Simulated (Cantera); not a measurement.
# Premixed flame

A freely propagating, adiabatic, planar premixed flame of C2H6 : O2 : N2 : CO2 = 1 : 3.72 : 14 : 0.095 (molar parts), unburnt at 398 K and 1.01 bar; mixture-averaged transport, grid criteria slope 0.08 and curve 0.16, no radiation.

Detailed kinetics in Cantera: GRI-Mech 3.0 (53 species, 325 reactions). Burning velocities carry a grid error of a few per cent, more on coarse grids.

```csv
z (mm),T (K),u (m/s),x C2H6,x O2,x H2O2,x CO2,x H2,x C2H4
-1.07,398,0.621,0.0531,0.198,4.34e-8,0.00505,0.000636,1.35e-7
-0.716,400,0.624,0.0530,0.197,5.96e-7,0.00504,0.00196,2.59e-6
-0.537,405,0.635,0.0529,0.196,2.92e-6,0.00505,0.00369,1.60e-5
-0.358,455,0.716,0.0519,0.192,2.16e-5,0.00529,0.00731,0.000200
-0.179,833,1.34,0.0392,0.158,8.99e-5,0.00964,0.0134,0.00268
-0.0895,1259,2.07,0.0187,0.117,6.12e-5,0.0180,0.0165,0.00485
0,1667,2.78,0.00146,0.0702,2.46e-6,0.0326,0.0166,0.00246
0.0895,1827,3.05,4.12e-6,0.0438,4.14e-7,0.0492,0.0121,0.000112
0.179,1877,3.12,<1e-8,0.0344,3.50e-7,0.0616,0.00988,1.65e-6
0.358,1937,3.20,<1e-8,0.0288,2.87e-7,0.0739,0.00927,<1e-8
0.716,2013,3.30,<1e-8,0.0252,2.11e-7,0.0811,0.00838,<1e-8
1.43,2093,3.42,<1e-8,0.0222,1.49e-7,0.0857,0.00666,<1e-8
2.86,2167,3.52,<1e-8,0.0191,1.07e-7,0.0908,0.00483,<1e-8
```
x: mole fraction of selected species; z is measured from the peak of heat release.

* **laminar burning velocity**: 62.1 cm/s
* **thermal thickness**: 0.358 mm
* **peak x(H2O2)**: 9.18e-5
* **peak x(H2)**: 0.0173
* **peak x(C2H4)**: 0.00493
* **grid points**: 144
